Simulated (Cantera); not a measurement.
**Chemical vapour transport: MgO + HI**

Charge: 1 mol MgO, 0.46 mol HI, equilibrated at 13.3 mbar.

Method: chemical equilibrium by Gibbs-energy minimisation in Cantera with the NASA 1993 tables (ideal gas, pure condensed phases). Candidate condensed phases: H2O, I2, Mg, MgI2, MgO, Mg(OH)2; 20 gas species. The numbers say what is thermodynamically allowed, not how fast it happens.

From 750 K to 1200 K the condensed part is MgO(s). The main Mg-bearing gas is MgI2 throughout.

```csv
T (K),log p HI,log p I,log p H2,log p I2,log p H2O,n MgO(s)
750,-1.99,-4.01,-2.83,-2.84,-5.41,1.000
800,-2.00,-3.67,-2.80,-2.83,-5.11,1.000
850,-2.01,-3.38,-2.78,-2.83,-4.85,1.000
900,-2.03,-3.13,-2.75,-2.85,-4.63,0.999
950,-2.05,-2.91,-2.72,-2.89,-4.44,0.999
1000,-2.09,-2.73,-2.69,-2.95,-4.28,0.998
1050,-2.13,-2.58,-2.65,-3.04,-4.15,0.997
1100,-2.18,-2.46,-2.61,-3.15,-4.05,0.996
1150,-2.24,-2.37,-2.58,-3.28,-3.97,0.996
1200,-2.32,-2.30,-2.54,-3.43,-3.91,0.995
```
log p: log10 of the partial pressure in bar; n: condensed amount in mol.
